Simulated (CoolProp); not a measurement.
n-perfluorohexane at several states: density (kg/m³) from the reference equation and from simpler models built on Tc = 448.0 K, pc = 1742 kPa, ω = 0.497; each cubic takes its own stable root.

Values from CoolProp's reference Helmholtz-energy equation of state, Gao 2022.

| T (K) | p (kPa) | phase | reference |
|---|---|---|---|
| 415.6 | 1950 | liquid | 1252 |
| 278.1 | 86.3 | liquid | 1733 |
| 330.7 | 24.9 | gas | 3.106 |
| 387.7 | 1080 | liquid | 1374 |
| 242.1 | 27.9 | liquid | 1833 |
| 434.7 | 11.4 | gas | 1.069 |

How far does each simpler model (van der Waals, Redlich-Kwong, Soave-Redlich-Kwong, Peng-Robinson) lie from the reference over these 6 states: mean and median of the absolute difference, and the worst?


- van der Waals: mean 47.8 %, median 43.5 %, worst -99.7 % at 242.1 K and 27.9 kPa
- Redlich-Kwong: mean 14.2 %, median 18.4 %, worst -23.9 % at 387.7 K and 1080 kPa
- Soave-Redlich-Kwong: mean 10.4 %, median 13.6 %, worst -18.5 % at 415.6 K and 1950 kPa
- Peng-Robinson: mean 3.2 %, median 2.6 %, worst -8.1 % at 415.6 K and 1950 kPa

At some of these states van der Waals gives the other phase, because its saturation line lies elsewhere.
